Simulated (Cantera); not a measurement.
An isothermal, constant-pressure homogeneous reactor starts with H2 : O2 : N2 = 1.9 : 1 : 2.3 (molar parts), equivalence ratio 0.95, at 823 K and 0.410 bar. Integrator tolerance rtol = 1e-08.

Model: GRI-Mech 3.0 (53 species, 325 reactions), integrated in Cantera. Below about 950 K walls govern HO2 and H2O2 in real vessels. The temperature is held fixed by assumption; the heat of reaction is taken as removed at once.

What does this change do: temperature 823 to 1000 K?


| quantity | before | after |
|---|---|---|
| x(H2) at 30.0 s | 0.312 (gas-phase equilibrium <1e-12) | 5.60e-7 (gas-phase equilibrium 5.66e-10) |
| x(O2) at 30.0 s | 0.165 (gas-phase equilibrium 0.0118) | 0.0118 (gas-phase equilibrium 0.0118) |
| x(O) at 30.0 s | 2.09e-9 (gas-phase equilibrium <1e-12) | 6.33e-12 (gas-phase equilibrium 2.68e-11) |
| x(NO) at 30.0 s | <1e-12 (gas-phase equilibrium 5.80e-7) | 2.59e-7 (gas-phase equilibrium 6.17e-6) |
| x(HO2) at 30.0 s | 1.47e-5 (gas-phase equilibrium 5.83e-12) | 1.15e-8 (gas-phase equilibrium 1.81e-10) |
| x(H2O2) at 30.0 s | 0.00108 (gas-phase equilibrium 5.62e-12) | 7.54e-11 (gas-phase equilibrium 8.74e-11) |
| x(H2O) at 30.0 s | 0.0649 (gas-phase equilibrium 0.447) | 0.447 (gas-phase equilibrium 0.447) |

What does this change do: pressure from 0.410 bar to 0.140 bar?


```tsv
quantity	before	after
x(H2) at 30.0 s	0.312 (gas-phase equilibrium <1e-12)	0.183 (gas-phase equilibrium 1.62e-12)
x(O2) at 30.0 s	0.165 (gas-phase equilibrium 0.0118)	0.102 (gas-phase equilibrium 0.0118)
x(O) at 30.0 s	2.09e-9 (gas-phase equilibrium <1e-12)	4.82e-9 (gas-phase equilibrium <1e-12)
x(NO) at 30.0 s	<1e-12 (gas-phase equilibrium 5.80e-7)	3.39e-9 (gas-phase equilibrium 5.80e-7)
x(HO2) at 30.0 s	1.47e-5 (gas-phase equilibrium 5.83e-12)	1.28e-5 (gas-phase equilibrium 4.45e-12)
x(H2O2) at 30.0 s	0.00108 (gas-phase equilibrium 5.62e-12)	0.000463 (gas-phase equilibrium 3.28e-12)
x(H2O) at 30.0 s	0.0649 (gas-phase equilibrium 0.447)	0.223 (gas-phase equilibrium 0.447)
```
Radical loss at walls, strong at low pressure, is not modelled.
